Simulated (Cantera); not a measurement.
Cantera run:

```python
import numpy as np
import cantera as ct

gas_names = """
    B BH BH2 BH3 BN BO BO2 B2 B2O B2O2 B2O3 B3O3H3 H HBO HBO2 HNO HNO2 HNO3 HO2 H2 H2O H2O2 H3B3O6 N NH
    NH2 NH3 NH2OH NO NO2 NO3 N2 N2H2 N2H4 N2O O OH O2 O3
""".split()
cond_names = """
    B(b) B(L) BN(s) B2O3(L) B3O3H3(cr) H2O(s) H2O(L)
""".split()


def load(file, names, dense=False):
    # The tables refer to 1 bar. Condensed volumes are neglected.
    table = {s.name: s for s in ct.Species.list_from_file(file)}
    out = []
    for n in names:
        d = dict(table[n].input_data)
        d["thermo"] = dict(d["thermo"], **{"reference-pressure": 1e5})
        if dense:
            d["equation-of-state"] = {"model": "constant-volume", "density": "1e6 g/cm^3"}
        out.append(ct.Species.from_dict(d))
    return out


gas = ct.Solution(thermo="ideal-gas", species=load("nasa_gas.yaml", gas_names))
cond = {s.name: ct.Solution(thermo="fixed-stoichiometry", species=[s], name=s.name)
        for s in load("nasa_condensed.yaml", cond_names, dense=True)}
atoms = {
    'borazine': {'B': 3, 'N': 3, 'H': 6},
    'H2': {'H': 2},
    'O2': {'O': 2},
}
top_T = {'BN(s)': 3200}  # K; cautious upper limits of use, not melting points


def equilibrate(T, P, feed):
    n = {}
    for name, mol in feed.items():
        for a, k in atoms[name].items():
            n[a] = n.get(a, 0.0) + k * mol
    gas.TPX = T, P, n
    mass = sum(n.values()) * gas.mean_molecular_weight
    gas.equilibrate("TP")
    valid = [c for c in cond.values() if c.min_temp <= T <= top_T.get(c.name, c.max_temp)]
    mix = ct.Mixture([(gas, mass / gas.mean_molecular_weight)] + [(c, 0.0) for c in valid])
    mix.T, mix.P = T, P
    mix.equilibrate("TP", solver="vcs", rtol=1e-11, max_steps=5000)
    return mix


results = []
feed = {'borazine': 1, 'H2': 140, 'O2': 0.075}  # mol
P = 13332.2  # Pa
for T in [1248, 1298, 1348, 1398, 1448, 1498, 1548, 1598, 1648, 1698, 1748, 1798]:
    mix = equilibrate(T, P, feed)
    results.append((T, P, feed, dict(zip(mix.species_names, mix.species_moles))))
    x = sorted(zip(gas.X, gas.species_names), reverse=True)
    print(f"T = {T:g} K  P = {P:g} Pa  gas = {mix.phase_moles(0):.4g} mol")
    print("   x: " + "  ".join(f"{s} {v:.3e}" for v, s in x if v > 0.0001))
    print("   condensed (mol): " + ("  ".join(f"{mix.phase(i).name} {mix.phase_moles(i):.4g}"
          for i in range(1, mix.n_phases) if mix.phase_moles(i) > 1e-12) or "none"))
```

Result:

```
T = 1248 K  P = 13332.2 Pa  gas = 143 mol
   x: H2 9.994e-01  H2O 2.797e-04  N2 2.478e-04
   condensed (mol): BN(s) 2.929  B2O3(L) 0.0285
T = 1298 K  P = 13332.2 Pa  gas = 143 mol
   x: H2 9.993e-01  H2O 2.730e-04  N2 2.471e-04  HBO2 1.360e-04
   condensed (mol): BN(s) 2.929  B2O3(L) 0.02057
T = 1348 K  P = 13332.2 Pa  gas = 143.1 mol
   x: H2 9.991e-01  H2O 2.680e-04  N2 2.503e-04  HBO2 2.404e-04  HBO 1.710e-04
   condensed (mol): BN(s) 2.928  B2O3(L) 0.004895
T = 1398 K  P = 13332.2 Pa  gas = 143.1 mol
   x: H2 9.989e-01  HBO 3.181e-04  N2 2.936e-04  HBO2 2.426e-04  H2O 2.108e-04
   condensed (mol): BN(s) 2.916
T = 1448 K  P = 13332.2 Pa  gas = 143.1 mol
   x: H2 9.988e-01  HBO 4.918e-04  N2 3.521e-04  HBO2 1.875e-04  H2O 1.488e-04
   condensed (mol): BN(s) 2.899
T = 1498 K  P = 13332.2 Pa  gas = 143.1 mol
   x: H2 9.986e-01  HBO 6.768e-04  N2 4.107e-04  HBO2 1.230e-04
   condensed (mol): BN(s) 2.882
T = 1548 K  P = 13332.2 Pa  gas = 143.1 mol
   x: H2 9.985e-01  HBO 8.315e-04  N2 4.589e-04
   condensed (mol): BN(s) 2.869
T = 1598 K  P = 13332.2 Pa  gas = 143.2 mol
   x: H2 9.984e-01  HBO 9.312e-04  N2 4.905e-04  H 1.457e-04
   condensed (mol): BN(s) 2.86
T = 1648 K  P = 13332.2 Pa  gas = 143.2 mol
   x: H2 9.982e-01  HBO 9.832e-04  N2 5.082e-04  H 2.437e-04
   condensed (mol): BN(s) 2.854
T = 1698 K  P = 13332.2 Pa  gas = 143.2 mol
   x: H2 9.980e-01  HBO 1.007e-03  N2 5.183e-04  H 3.956e-04
   condensed (mol): BN(s) 2.852
T = 1748 K  P = 13332.2 Pa  gas = 143.2 mol
   x: H2 9.978e-01  HBO 1.015e-03  H 6.251e-04  N2 5.265e-04
   condensed (mol): BN(s) 2.849
T = 1798 K  P = 13332.2 Pa  gas = 143.2 mol
   x: H2 9.974e-01  HBO 1.016e-03  H 9.630e-04  N2 5.375e-04
   condensed (mol): BN(s) 2.846
```

Equilibrium computed with Cantera from the NASA thermochemical tables; the gas is ideal and each condensed phase is pure. The feed counts by its element totals alone. Mutual solubility and eutectic melting of coexisting phases are not modelled. The tables' values for BH2 are old estimates; treat these amounts as uncertain.
